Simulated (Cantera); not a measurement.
A closed system holds: 1 mol Si, 1.2 mol HBr, 5.8 mol H2, equilibrated at 252 °C and 100 Torr.

Cantera equilibrium calculation (NASA polynomials, part measured and part estimated; ideal gas, pure solids and liquids). Candidate condensed phases: Br2, Si; 19 gas species. Equilibrium is a limit: real reactors are often held back by kinetics, nucleation or transport.

Base state: H2 0.954, SiBr4 0.0425, SiHBr3 0.00295, SiH2Br2 9.32e-5, HBr 2.40e-5 (mole fractions); condensed: Si(s).

**Question.** What changes in the equilibrium state with this change: HBr from 1.2 to 10 mol?

**Answer.** 
```tsv
species	before	after
H2	0.954	0.527
HBr	2.40e-5	0.405
SiBr4	0.0425	0.0676
SiH2Br2	9.32e-5	<1e-9
SiHBr3	0.00295	1.53e-7
Si(s), mol	0.695	0
```
